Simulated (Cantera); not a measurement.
Charge: 1 mol AlCl3, 190 mol NH3, 2.6 mol H2, equilibrated at 1925 K and 0.270 bar.

Equilibrium computed with Cantera from the NASA thermochemical tables; the gas is ideal and each condensed phase is pure. Candidate condensed phases: Al, AlCl3, AlN, NH4Cl; 20 gas species. The tables' values for AlCl2 are old estimates; treat these amounts as uncertain. Equilibrium is a limit: real reactors are often held back by kinetics, nucleation or transport.

Base state: H2 0.744, N2 0.247, HCl 0.00515, AlCl 0.00254, H 0.00159, AlCl2 4.53e-5, Al 1.26e-5 (mole fractions); condensed: gas only.

Q: What changes in the equilibrium state with this change: pressure from 0.270 bar to 1.33 mbar?

A: 
| species | before | after |
|---|---|---|
| H2 | 0.744 | 0.726 |
| N2 | 0.247 | 0.244 |
| H | 0.00159 | 0.0223 |
| AlCl | 0.00254 | 0.00240 |
| AlCl2 | 4.53e-5 | 3.07e-6 |
| Cl | 8.27e-6 | 0.000120 |
| Al | 1.26e-5 | 0.000166 |
